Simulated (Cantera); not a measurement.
Input: 1 mol Si3H8, 0.059 mol HCl, 230 mol H2, equilibrated at 0.00260 bar.

Equilibrium computed with Cantera from the NASA thermochemical tables; the gas is ideal and each condensed phase is pure. Candidate condensed phases: Si; 19 gas species. The feed counts by its element totals alone. Kinetics and transport are ignored. All values below are at 677 °C.

Base state: H2 1.000, HCl 0.000252 (mole fractions); condensed: Si(s).

### Question
What changes in the equilibrium state with this change: Si3H8 replaced by SiCl4?

### Answer
```tsv
species	before	after
H2	1.000	0.987
HCl	0.000252	0.0111
SiCl4	<1e-9	0.00111
SiHCl3	5.31e-9	0.000455
SiCl3	<1e-9	7.94e-5
Si(s), mol	3.00	0.570
```
The tables' values for SiCl3 are old estimates; treat these amounts as uncertain.
